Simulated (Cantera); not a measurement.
Input: 1 mol TiO₂, 180 mol H₂, equilibrated at 1050 K and 1.65 Torr.

Method: chemical equilibrium by Gibbs-energy minimisation in Cantera with the NASA 1993 tables (ideal gas, pure condensed phases). Candidate condensed phases: H₂O, Ti, TiO, TiO₂, Ti₂O₃, Ti₃O₅, Ti₄O₇; 12 gas species. Mutual solubility and eutectic melting of coexisting phases are not modelled. Condensed phases not in the tables: Magnéli phases beyond Ti₄O₇. Rates play no part.

Base state: H₂ 1.000, H₂O 0.000158 (mole fractions); condensed: TiO₂(rutile) + Ti₄O₇(s).

What changes in the equilibrium state with this change: temperature from 1050 K to 2000 K?


```
species              before     after
-----------------  --------  --------
H₂                    1.000     0.963
H                   1.73e-7    0.0340
H₂O                0.000158   0.00276
TiO                   <1e-9  0.000105
TiO₂                  <1e-9   2.22e-5
TiO₂(rutile), mol     0.886         0
Ti₄O₇(s), mol        0.0284         0
Ti₂O₃(s), mol             0     0.488
```
